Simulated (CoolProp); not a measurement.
Properties of R245fa along the isobar 21800 kPa (Tc = 153.9 °C, pc = 3651 kPa, ω = 0.378).

The numbers come from the reference Helmholtz-energy equation of state, Akasaka 2015 in CoolProp.

```tsv
T (°C)	phase	speed of sound (m/s)	Prandtl number	fugacity coefficient
-72.65	liquid	1172	19.7	5.855e-5
-54.25	liquid	1094	14.2	0.0002693
-35.85	liquid	1019	11.1	0.0009324
-17.45	liquid	947.6	9.11	0.002596
1.05	liquid	880.1	7.75	0.006118
19.45	liquid	817.0	6.75	0.01253
37.85	liquid	757.7	5.99	0.02299
56.25	liquid	701.6	5.37	0.03859
74.75	liquid	648.0	4.85	0.06026
93.15	liquid	597.4	4.41	0.08824
111.55	liquid	549.5	4.04	0.1226
129.95	liquid	504.5	3.71	0.1631
148.45	liquid	462.6	3.43	0.2091
166.85	supercritical	424.6	3.18	0.2591
```

Viscosity comes from a separate model (Bell 2016), an estimate that may be off by 10 % or more. Thermal conductivity comes from a separate model (Huber 2003), an estimate that may be off by 10 % or more.
